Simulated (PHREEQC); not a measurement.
0.3 g of hydrous ferric oxide (600 m²/g; 0.2 weak and 0.005 strong sites per Fe, Dzombak-Morel constants, diffuse double layer) in 1 kg of water with 0.005 mol/kgw of an inert sodium salt and 1.6 mmol/kgw NiCl2 and 0.0096 mmol/kgw CaCl2, at 25 °C; the pH is set by adding NaOH or the inert anion's acid. O2 is buffered at 0.21 atm. The system is closed to CO2. Precipitation was switched off in this run.

Base run: PHREEQC, ion-association model, wateq4f.dat. Each further column changes one thing. The table gives Ni sorbed (%).

```
pH    base  no electrostatic term (-no_edl)  background salt from 0.005 to 0.0005 mol/kgw  oxide from 0.3 to 1.5 g/kgw
----  ----  -------------------------------  --------------------------------------------  ---------------------------
3      0.0                              0.0                                           0.0                          0.0
3.75   0.0                              0.0                                           0.0                          0.0
4.5    0.1                              0.1                                           0.1                          0.3
4.88   0.2                              0.5                                           0.2                          1.1
5.62   1.1                              2.2                                           1.1                          5.6
6.38   5.1                             18.7                                           5.0                         22.7
7.12  15.0                             39.6                                          14.8                         61.3
7.5   19.0                             42.1                                          18.7                         77.6
8.25  22.7                             43.0                                          22.2                         95.0
9     23.4                             43.1                                          22.9                         99.4
```

In at least one series the solution becomes supersaturated in solids that the run did not let form, among them Ni(OH)2. The oxide is taken as insoluble; below pH 4 it would dissolve.
